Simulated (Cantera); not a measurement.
Charge: 1 mol Cu2O, 5.7 mol C, 16 mol N2, held at 67.0 Pa.

Method: chemical equilibrium by Gibbs-energy minimisation in Cantera with the NASA 1993 tables (ideal gas, pure condensed phases). Candidate condensed phases: C, Cu, CuO, Cu2O; 27 gas species. The numbers say what is thermodynamically allowed, not how fast it happens.

**Question.** At 1675 K, list the 4 most abundant gas species with their mole fractions, and the condensed phases.

**Answer.** N2 0.842, Cu 0.105, CO 0.0526, Cu2 6.93e-5. Condensed: C(graphite).
